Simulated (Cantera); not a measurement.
Input: 1 mol Si3N4, 2 mol N2O, a varied amount of H2, held at 1302 °C and 87.0 mbar.

Cantera equilibrium calculation (NASA polynomials, part measured and part estimated; ideal gas, pure solids and liquids). Candidate condensed phases: H2O, Si, SiO2, Si2N2O, Si3N4; 35 gas species. Kinetics and transport are ignored.

Problem. At 600 mol H2, list the 4 most abundant gas species with their mole fractions, and the condensed phases.

Solution. H2 0.993, N2 0.00493, SiO 0.00159, H 0.000140. Condensed: Si2N2O(s).
